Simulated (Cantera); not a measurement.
An adiabatic, constant-pressure homogeneous reactor starts with CH₄ : O₂ : N₂ = 1 : 3.39 : 12.7 (molar parts), at 1800 K and 500000 Pa.

Model: GRI-Mech 3.0 (53 species, 325 reactions), integrated in Cantera.

Predict: time of steepest temperature rise; temperature at 0.200 s; equilibrium temperature; x(O₂) at 0.200 s; x(H₂) at 0.200 s.


- time of steepest temperature rise = 26.8 µs
- temperature at 0.200 s = 2744 K
- equilibrium temperature = 2744 K
- x(O₂) at 0.200 s = 0.0711 (gas-phase equilibrium 0.0711)
- x(H₂) at 0.200 s = 0.00306 (gas-phase equilibrium 0.00306)
